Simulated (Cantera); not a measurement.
Si + N2O + H2 + CO2 (thermal oxidation and active oxidation of silicon)

A closed system holds: 1 mol Si, 0.23 mol N2O, 450 mol H2, 0.082 mol CO2, equilibrated at 0.150 bar.

These are equilibrium values from Cantera (NASA tables, ideal gas, pure condensed phases), not measurements of a reactor. Candidate condensed phases: C, C6H6, C7H8, C8H18, H2O, Si, SiC, SiO2, Si2N2O, Si3N4; 151 gas species. Mutual solubility and eutectic melting of coexisting phases are not modelled. The tables hold silica as quartz up to 1696 K and as liquid above; real silica turns to tridymite and cristobalite and melts near 1996 K. Rates play no part.

From 725 °C to 1025 °C the condensed part is Si(s) + SiC(s) + SiO2(β-quartz) + Si2N2O(s). From 1125 °C to 1325 °C the condensed part is Si(s) + SiC(s) + Si2N2O(s). The main Si-bearing gas is SiH4 at 725 °C and SiO at 1325 °C.

| T (°C) | x H2 | x SiO | x N2 | x H | x CO | x CH4 | x SiH2 | x H2O | n Si(s) | n SiC(s) | n SiO2(β-quartz) | n Si2N2O(s) |
|---|---|---|---|---|---|---|---|---|---|---|---|---|
| 725 | 1.000 | 3.19e-9 | <1e-12 | 5.55e-9 | 5.80e-12 | 5.60e-6 | 8.84e-11 | 9.27e-10 | 0.378 | 0.0795 | 0.0820 | 0.230 |
| 825 | 1.000 | 1.43e-7 | <1e-12 | 6.39e-8 | 5.41e-10 | 4.68e-6 | 1.25e-9 | 8.73e-9 | 0.378 | 0.0799 | 0.0820 | 0.230 |
| 925 | 1.000 | 3.37e-6 | 2.96e-11 | 4.91e-7 | 2.35e-8 | 4.01e-6 | 1.14e-8 | 5.61e-8 | 0.377 | 0.0802 | 0.0812 | 0.230 |
| 1025 | 1.000 | 4.83e-5 | 1.26e-9 | 2.77e-6 | 5.64e-7 | 3.50e-6 | 7.39e-8 | 2.69e-7 | 0.367 | 0.0802 | 0.0709 | 0.230 |
| 1125 | 1.000 | 0.000357 | 4.11e-8 | 1.22e-5 | 6.51e-6 | 3.11e-6 | 3.66e-7 | 7.78e-7 | 0.301 | 0.0777 | 0 | 0.230 |
| 1225 | 1.000 | 0.000359 | 4.65e-6 | 4.44e-5 | 9.66e-6 | 2.81e-6 | 1.46e-6 | 3.49e-7 | 0.305 | 0.0764 | 0 | 0.228 |
| 1325 | 0.999 | 0.000537 | 0.000193 | 0.000137 | 2.03e-5 | 2.57e-6 | 4.89e-6 | 2.58e-7 | 0.398 | 0.0715 | 0 | 0.143 |
x: gas mole fraction; n: condensed amount in mol.
